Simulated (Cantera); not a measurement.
Predominance diagram of Ca at 1625 K against the partial pressures of O2 and Br2 (log10, bar). Standard-state values (1 bar) from the NASA 1993 polynomials, evaluated with Cantera. Candidates: Ca(l), CaBr2(l), CaO(s). Only these pure phases compete in this equilibrium. Not in the tables: oxide halides.

**Question.** Which phase is stable at these pairs, and which metal-bearing vapour leads over it? (-4.7, -7); (-15.2, -6); (-16.1, -6); (1, -4); (-0.9, 0); (-1.9, -8); (-17, -8)

**Answer.** 
| log p(O2) | log p(Br2) | phase | chief vapour | log p (bar) |
|---|---|---|---|---|
| -4.7 | -7 | CaO(s) | CaBr2 | -5.1 |
| -15.2 | -6 | CaBr2(l) | CaBr2 | -1.5 |
| -16.1 | -6 | CaBr2(l) | CaBr2 | -1.5 |
| 1 | -4 | CaO(s) | CaBr2 | -5.0 |
| -0.9 | 0 | CaBr2(l) | CaBr2 | -1.5 |
| -1.9 | -8 | CaO(s) | CaBr2 | -7.5 |
| -17 | -8 | CaBr2(l) | CaBr2 | -1.5 |
